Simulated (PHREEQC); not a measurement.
Make-up at 55 °C: 0.013 mol/kgw HNO3 and 0.14 mol/kgw MnSO4. Closed to the air; pH follows from the charge balance.

The numbers come from PHREEQC with the ion-association model, phreeqc.dat.

No solid was allowed to form.

Question: Order these S species by the share of S that they hold, largest first: SO4-2, MnSO4, HSO4-.

Answer: MnSO4 (53 %), SO4-2 (40 %), HSO4- (7.0 %)

The pH is 2.60 and the ionic strength 0.257 mol/kgw. At this temperature some constants are extrapolated from 25 °C, and those without enthalpy data are left unchanged.
